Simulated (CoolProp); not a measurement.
Vapour-liquid equilibrium of nitrogen (1) + carbon monoxide (2) at 99.3 K; x and y are mole fractions of (1).

Model: multi-fluid Helmholtz-energy mixture model, Span 2000 and Lemmon 2006; pair parameters Gernert 2013, in CoolProp.

Give the bubble pressure and the first vapour's composition at x = 0.05, 0.125, 0.575. Is there an azeotrope?

x = 0.05: 529.5 kPa, y = 0.069; x = 0.125: 548.7 kPa, y = 0.168; x = 0.575: 657.6 kPa, y = 0.645. No azeotrope shows between x = 0.05 and 0.95.

The pair parameters rest on a limited set of measurements; away from them the model extrapolates.
